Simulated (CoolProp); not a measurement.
The numbers come from the reference Helmholtz-energy equation of state, Lemmon 2006 in CoolProp. It is a short technical equation, of lower accuracy than the large ones.

**Question.** Give the vapour pressure (MPa), vapour density (kg/m³), enthalpy of vaporisation (kJ/kg), vapour viscosity (µPa s) of saturated toluene at 414.5, 430.4, 446.3 K.

**Answer.** 
```json
[
 {"T (K)": "414.5", "p (MPa)": "0.225", "vapour density (kg/m³)": "6.48", "enthalpy of vaporisation (kJ/kg)": "339", "vapour viscosity (µPa s)": "9.45"},
 {"T (K)": "430.4", "p (MPa)": "0.324", "vapour density (kg/m³)": "9.16", "enthalpy of vaporisation (kJ/kg)": "328", "vapour viscosity (µPa s)": "9.80"},
 {"T (K)": "446.3", "p (MPa)": "0.452", "vapour density (kg/m³)": "12.7", "enthalpy of vaporisation (kJ/kg)": "315", "vapour viscosity (µPa s)": "10.2"}
]
```

Viscosity comes from a separate model (Avgeri 2015).
